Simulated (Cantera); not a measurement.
Low-pressure radical oxidation in H2/O2

An isothermal, constant-pressure homogeneous reactor starts with H₂ : O₂ : N₂ = 0.23 : 1 : 0.42 (molar parts), equivalence ratio 0.12, at 1173 K and 1900 Pa.

Computed with Cantera and GRI-Mech 3.0 (53 species, 325 reactions). Radical loss at walls, strong at low pressure, is not modelled. The temperature is held fixed by assumption; the heat of reaction is taken as removed at once.

```csv
t (s),x H₂,x O₂,x OH,x H₂O,x N₂O,x HO₂
6.00e-5,0.139,0.606,1.05e-9,1.37e-9,<1e-12,3.94e-9
0.000163,0.139,0.606,7.58e-9,2.29e-8,<1e-12,1.08e-8
0.000445,0.139,0.606,3.75e-7,1.60e-6,<1e-12,3.55e-8
0.00121,0.101,0.584,0.00520,0.0276,4.50e-11,5.20e-6
0.00330,0.00546,0.534,0.00608,0.115,2.23e-9,7.98e-6
0.00899,0.00326,0.554,0.00475,0.133,3.38e-9,8.21e-6
0.0245,0.000854,0.571,0.00241,0.146,5.29e-9,6.39e-6
0.0667,0.000111,0.576,0.000865,0.149,7.31e-9,2.51e-6
0.182,1.48e-5,0.576,0.000321,0.150,8.37e-9,5.85e-7
0.495,2.74e-6,0.576,0.000140,0.150,8.87e-9,1.37e-7
1.35,6.62e-7,0.577,6.95e-5,0.150,9.12e-9,3.80e-8
3.67,1.89e-7,0.577,3.74e-5,0.150,9.19e-9,1.34e-8
10.0,6.06e-8,0.577,2.12e-5,0.150,8.98e-9,7.51e-9
```
x: mole fraction; the columns are a selection and need not sum to one.

Equilibrium at this temperature and pressure: H₂ 1.03e-8, O₂ 0.576, OH 8.76e-6, H₂O 0.150, N₂O 9.00e-10, HO₂ 9.56e-9 (gas phase only).
